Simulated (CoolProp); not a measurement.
CH2F2 (R32) along the isotherm 100.15 °C: Z from the reference equation and from simpler models built on Tc = 78.1 °C, pc = 57.83 bar, ω = 0.277; each cubic takes its own stable root.

The numbers come from the reference Helmholtz-energy equation of state, Tillner-Roth 1997 in CoolProp.

```
p (bar)          phase  reference  Redlich-Kwong  Soave-Redlich-Kwong
-------  -------------  ---------  -------------  -------------------
0.274              gas     0.9985         0.9986               0.9987
0.414              gas     0.9978         0.9980               0.9980
0.624              gas     0.9966         0.9969               0.9970
0.942              gas     0.9949         0.9953               0.9955
1.42               gas     0.9923         0.9930               0.9932
2.14               gas     0.9884         0.9894               0.9897
3.23               gas     0.9824         0.9839               0.9844
4.88               gas     0.9733         0.9756               0.9764
7.36               gas     0.9596         0.9629               0.9642
11.1               gas     0.9384         0.9434               0.9454
16.7               gas     0.9060         0.9133               0.9165
25.3               gas     0.8539         0.8646               0.8700
38.1               gas     0.7702         0.7851               0.7947
57.5               gas     0.6217         0.6377               0.6602
86.7     supercritical     0.3312         0.3772               0.4227
```
